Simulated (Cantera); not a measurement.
A perfectly stirred reactor is fed with C2H4 : H2 = 1 : 2.1 (molar parts), at 0.0133 bar; it is held at 1225 K, and followed from long to short residence time.

Detailed kinetics in Cantera: GRI-Mech 3.0 (53 species, 325 reactions). GRI-Mech 3.0 was tuned for natural gas; its chemistry of ethylene as a main component is partial and can be far from experiment. GRI-Mech 3.0 stops at C3 and has no aromatics, soot or wall deposition, so with more carbon than oxygen in the feed, carbon stays in small species such as C2H2 where larger ones or solid carbon would form. Radical loss at walls, strong at low pressure, is not modelled.

Question: Predict: x(C2H4) at τ = 1.30 s; x(H2) at τ = 1.30 s; x(CH3) at τ = 1.30 s; x(C2H6) at τ = 1.30 s; x(H) at τ = 1.30 s; x(C2H4) at τ = 44.0 ms; x(H2) at τ = 44.0 ms; x(C2H6) at τ = 44.0 ms; x(H) at τ = 44.0 ms.

Answer: 
- x(C2H4) at τ = 1.30 s: 0.294
- x(H2) at τ = 1.30 s: 0.684
- x(CH3) at τ = 1.30 s: 7.84e-8
- x(C2H6) at τ = 1.30 s: 0.000169
- x(H) at τ = 1.30 s: 3.58e-6
- x(C2H4) at τ = 44.0 ms: 0.322
- x(H2) at τ = 44.0 ms: 0.677
- x(C2H6) at τ = 44.0 ms: 6.70e-8
- x(H) at τ = 44.0 ms: 1.15e-8
